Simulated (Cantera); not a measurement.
Cantera run:

```python
import numpy as np
import cantera as ct

gas_names = """
    C CH CH2 CH3 CH2OH CH3O CH4 CH3OH CO CO2 COOH C2 C2H CHCO,ketyl C2H2,acetylene C2H2,vinylidene
    CH2CO,ketene C2H3,vinyl CH3CO,acetyl C2H4 C2H4O,ethylen CH3CHO,ethanal CH3COOH (HCOOH)2 C2H5 C2H6
    CH3OCH3 C2H5OH C2O C3 C3H3,propargyl C3H4,allene C3H4,propyne C3H4,cyclo- C3H5,allyl C3H6,propylene
    C3H6,cyclo- C3H6O C3H7,n-propyl C3H7,i-propyl C3H8 C3H8O,1propanol C3H8O,2propanol C3O2 C4 C4H2
    C4H4,1,3-cyclo- C4H6,butadiene C4H6,2-butyne C4H6,cyclo- C4H8,1-butene C4H8,cis2-buten
    C4H8,tr2-butene C4H8,isobutene C4H8,cyclo- (CH3COOH)2 C4H9,n-butyl C4H9,i-butyl C4H9,s-butyl
    C4H9,t-butyl C4H10,isobutane C4H10,n-butane C5 C5H6,1,3cyclo- C5H8,cyclo- C5H10,1-pentene
    C5H10,cyclo- C5H11,pentyl C5H11,t-pentyl C5H12,n-pentane C5H12,i-pentane CH3C(CH3)2CH3 C6H2
    C6H5,phenyl C6H5O,phenoxy C6H6 C6H5OH,phenol C6H10,cyclo- C6H12,1-hexene C6H12,cyclo- C6H13,n-hexyl
    C7H7,benzyl C7H8 C7H8O,cresol C7H14,1-heptene C7H15,n-heptyl C7H16,n-heptane C8H8,styrene
    C8H10,ethylbenz C8H16,1-octene C8H17,n-octyl C8H18,isooctane C8H18,n-octane C9H19,n-nonyl
    C10H8,naphthale C10H21,n-decyl C12H9,o-bipheny C12H10,bipheny Cu CuO Cu2 H HCO HO2 H2
    HCHO,formaldehy HCOOH H2O H2O2 O OH O2 O3
""".split()
cond_names = """
    C(gr) C6H6(L) C7H8(L) C8H18(L),n-octa Cu(cr) Cu(L) CuO(s) CuO2H2(s) Cu2O(s) Cu2O(L) H2O(s) H2O(L)
""".split()


def load(file, names, dense=False):
    # The tables refer to 1 bar. Condensed volumes are neglected.
    table = {s.name: s for s in ct.Species.list_from_file(file)}
    out = []
    for n in names:
        d = dict(table[n].input_data)
        d["thermo"] = dict(d["thermo"], **{"reference-pressure": 1e5})
        if dense:
            d["equation-of-state"] = {"model": "constant-volume", "density": "1e6 g/cm^3"}
        out.append(ct.Species.from_dict(d))
    return out


gas = ct.Solution(thermo="ideal-gas", species=load("nasa_gas.yaml", gas_names))
cond = {s.name: ct.Solution(thermo="fixed-stoichiometry", species=[s], name=s.name)
        for s in load("nasa_condensed.yaml", cond_names, dense=True)}
atoms = {
    'Cu2O': {'Cu': 2, 'O': 1},
    'CO': {'C': 1, 'O': 1},
    'H2': {'H': 2},
}
top_T = {'C(gr)': 4500, 'CuO(s)': 1390}  # K; cautious upper limits of use, not melting points


def equilibrate(T, P, feed):
    n = {}
    for name, mol in feed.items():
        for a, k in atoms[name].items():
            n[a] = n.get(a, 0.0) + k * mol
    gas.TPX = T, P, n
    mass = sum(n.values()) * gas.mean_molecular_weight
    gas.equilibrate("TP")
    valid = [c for c in cond.values() if c.min_temp <= T <= top_T.get(c.name, c.max_temp)]
    mix = ct.Mixture([(gas, mass / gas.mean_molecular_weight)] + [(c, 0.0) for c in valid])
    mix.T, mix.P = T, P
    mix.equilibrate("TP", solver="vcs", rtol=1e-11, max_steps=5000)
    return mix


results = []
feed = {'Cu2O': 1, 'CO': 0.6, 'H2': 0.83}  # mol
P = 860000  # Pa
for T in [1548, 1648, 1748, 1848, 1948, 2048, 2148, 2248, 2348, 2448, 2548]:
    mix = equilibrate(T, P, feed)
    results.append((T, P, feed, dict(zip(mix.species_names, mix.species_moles))))

top = {s: max(r[3][s] / sum(r[3][g] for g in gas_names) for r in results) for s in gas_names}
cols = sorted((s for s in top if top[s] > 0.0001), key=lambda s: -top[s])[:5]
seen = [c for c in cond_names if any(r[3].get(c, 0) > 1e-12 for r in results)]
print("log10 of partial pressures in bar; condensed amounts in mol")
print(f"{'T/K':>10s}" + "".join(f"{s[:9]:>10s}" for s in cols + seen))
for T, P, feed, n in results:
    ng = sum(n[g] for g in gas_names)
    print(f"{T:10.4g}" + "".join(f"{np.log10(max(n[s] / ng * P / 1e5, 1e-99)):10.3f}" for s in cols)
          + "".join(f"{n.get(c, 0):10.4g}" for c in seen))
```

Result:

```
log10 of partial pressures in bar; condensed amounts in mol
       T/K       H2O       CO2        CO        H2        Cu     Cu(L)
      1548     0.596     0.316     0.187     0.021    -4.745         2
      1648     0.602     0.304     0.203    -0.004    -4.102         2
      1748     0.608     0.293     0.216    -0.027    -3.536         2
      1848     0.612     0.283     0.227    -0.047    -3.032         2
      1948     0.616     0.275     0.237    -0.065    -2.582         2
      2048     0.619     0.267     0.244    -0.082    -2.177     1.999
      2148     0.621     0.260     0.250    -0.097    -1.811     1.997
      2248     0.622     0.253     0.255    -0.111    -1.479     1.994
      2348     0.622     0.246     0.259    -0.125    -1.176     1.989
      2448     0.619     0.237     0.260    -0.140    -0.899     1.978
      2548     0.614     0.226     0.259    -0.155    -0.645      1.96
```

Cantera equilibrium calculation (NASA polynomials, part measured and part estimated; ideal gas, pure solids and liquids).
